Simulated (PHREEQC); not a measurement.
A made-up water analysis in mg/kgw, 25 °C, pH 6.25, pe -0.7:

```tsv
constituent	mg/kgw
Na	0.0147
K	0.00638
Ca	0.0174
Mg	0.0067
Cl	0.0525
S(6) as SO4	0.0161
Alkalinity as HCO3	0.0234
Sr	5.9e-05
Fe(2)	3.41e-05
Si as SiO2	0.000106
F	0.00103
Zn	0.00312
Mn(2)	0.00321
```

Na is adjusted to close the charge balance.
Valence states are taken as typed.

The numbers come from PHREEQC with the ion-association model, wateq4f.dat.

```
Item                     Result
--------------  ---------------
ionic strength  3.80e-6 mol/kgw
```

| species | molality | activity | log γ |
|---|---|---|---|
| Cl- | 1.48e-6 | 1.48e-6 | -0.001 |
| CO2 | 1.17e-6 | 1.17e-6 | 0.000 |
| HCO3- | 9.29e-7 | 9.27e-7 | -0.001 |
| H+ | 5.64e-7 | 5.62e-7 | -0.001 |
| Na+ | 4.56e-7 | 4.55e-7 | -0.001 |
| Ca+2 | 4.34e-7 | 4.30e-7 | -0.004 |
| Mg+2 | 2.76e-7 | 2.73e-7 | -0.004 |
| SO4-2 | 1.68e-7 | 1.66e-7 | -0.004 |
| K+ | 1.63e-7 | 1.63e-7 | -0.001 |

Precipitation was switched off in this run. SiF6-2 is the database's only silicon fluoride. Fluoro complexes past AlF4- and FeF3 are missing from the database.
